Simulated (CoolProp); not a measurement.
Saturated liquid density (kg/m³) of R1336mzz(E): the reference equation beside estimates from Tc = 403.5 K, pc = 2779 kPa, ω = 0.413.

Values from CoolProp's reference Helmholtz-energy equation of state, Akasaka 2023.

| T (K) | reference | Soave-Redlich-Kwong | Peng-Robinson |
|---|---|---|---|
| 280.9 | 1376 | 1204 | 1362 |
| 285.9 | 1362 | 1190 | 1347 |
| 291 | 1347 | 1176 | 1331 |
| 296.1 | 1332 | 1160 | 1314 |
| 301.1 | 1316 | 1144 | 1297 |
| 306.2 | 1300 | 1128 | 1278 |
| 311.3 | 1284 | 1111 | 1259 |
| 316.3 | 1267 | 1093 | 1239 |

Absolute difference from the reference over all 8 rows, mean and median: Soave-Redlich-Kwong 13.0 and 13.0 %, Peng-Robinson 1.5 and 1.4 %.
